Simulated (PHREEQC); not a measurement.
Dissolve 0.0017 mol HNO3 and 0.0011 mol K2SO4 per kg of water at 25 °C. Closed to the air; pH follows from the charge balance.

The numbers come from PHREEQC with the ion-association model, wateq4f.dat.

This is a speciation only: nothing precipitates in the calculation.

### Question
Order these S species by the share of S that they hold, largest first: SO4-2, KSO4-, HSO4-.

### Answer
SO4-2 (89 %), HSO4- (10 %), KSO4- (1.0 %)

The pH is 2.83 and the ionic strength 0.00475 mol/kgw.
